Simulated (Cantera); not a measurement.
What does this Cantera script print?

```python
import numpy as np
import cantera as ct

gas = ct.Solution("gri30.yaml")
gas.TPX = 1325, 800000, {'CH4': 2.3, 'O2': 4.65, 'N2': 17.5}
reactor = ct.IdealGasConstPressureReactor(gas, energy="on", clone=False)
net = ct.ReactorNet([reactor])
net.rtol, net.atol = 1e-08, 1e-16
show = ['CH4', 'O2', 'H', 'C2H', 'HCO', 'NO', 'CH3']
times = np.geomspace(6e-06, 0.8, 13)

steps = ct.SolutionArray(gas, extra=["t"])
rows = []
print(f"{'t/s':>10s}{'T/K':>9s}{'P/Pa':>11s}" + "".join(f"{s:>11s}" for s in show))
for t in times:
    while net.time < t:
        t_next = net.step()
        steps.append(gas.state, t=t_next)
    rows.append([np.interp(t, steps.t, y) for y in (steps.T, steps.P, *steps(*show).X.T)])
    print(f"{t:10.3e}{rows[-1][0]:9.1f}{rows[-1][1]:11.4g}" + "".join(f"{x:11.3e}" for x in rows[-1][2:]))
rate = np.gradient(steps.T, steps.t)
print("integrator steps:", len(steps.t))
if steps.T.max() > steps.T[0] + 200:
    print(f"time of steepest temperature rise: {steps.t[rate.argmax()]:.4e} s")
gas.TPX = 1325, 800000, {'CH4': 2.3, 'O2': 4.65, 'N2': 17.5}
gas.equilibrate("HP")
print(f"equilibrium (HP): T = {gas.T:.1f} K  " + "  ".join(f"{s} {gas[s].X[0]:.3e}" for s in show))
```

Result:

```
       t/s      T/K       P/Pa        CH4         O2          H        C2H        HCO         NO        CH3
 6.000e-06   1325.0      8e+05  9.407e-02  1.902e-01  2.705e-10  3.060e-28  4.475e-14  3.166e-18  3.954e-07
 1.604e-05   1325.0      8e+05  9.407e-02  1.902e-01  6.202e-10  8.054e-26  3.994e-13  2.076e-17  1.268e-06
 4.289e-05   1325.0      8e+05  9.406e-02  1.902e-01  2.388e-09  3.868e-23  5.119e-12  1.917e-16  5.062e-06
 1.147e-04   1325.1      8e+05  9.402e-02  1.902e-01  9.557e-09  2.855e-20  9.050e-11  2.234e-15  1.793e-05
 3.065e-04   1326.2      8e+05  9.377e-02  1.900e-01  2.218e-08  3.872e-18  7.327e-10  1.652e-14  2.754e-05
 8.195e-04   1334.7      8e+05  9.202e-02  1.888e-01  1.221e-07  1.168e-15  8.193e-09  2.026e-13  5.352e-05
 2.191e-03   2793.2      8e+05  1.272e-14  1.387e-02  2.926e-03  3.713e-19  6.352e-08  7.916e-03  5.854e-14
 5.857e-03   2791.6      8e+05  1.296e-14  1.358e-02  2.915e-03  3.723e-19  6.356e-08  8.699e-03  5.919e-14
 1.566e-02   2791.6      8e+05  1.296e-14  1.358e-02  2.915e-03  3.723e-19  6.356e-08  8.699e-03  5.919e-14
 4.187e-02   2791.6      8e+05  1.296e-14  1.358e-02  2.915e-03  3.723e-19  6.356e-08  8.699e-03  5.919e-14
 1.119e-01   2791.6      8e+05  1.296e-14  1.358e-02  2.915e-03  3.723e-19  6.356e-08  8.699e-03  5.919e-14
 2.992e-01   2791.6      8e+05  1.296e-14  1.358e-02  2.915e-03  3.723e-19  6.356e-08  8.699e-03  5.919e-14
 8.000e-01   2791.6      8e+05  1.296e-14  1.358e-02  2.915e-03  3.723e-19  6.356e-08  8.699e-03  5.919e-14
integrator steps: 2227
time of steepest temperature rise: 1.3882e-03 s
equilibrium (HP): T = 2791.6 K  CH4 1.641e-14  O2 1.358e-02  H 2.915e-03  C2H 3.990e-19  HCO 6.356e-08  NO 8.699e-03  CH3 7.496e-14
```

Detailed kinetics in Cantera: GRI-Mech 3.0 (53 species, 325 reactions).
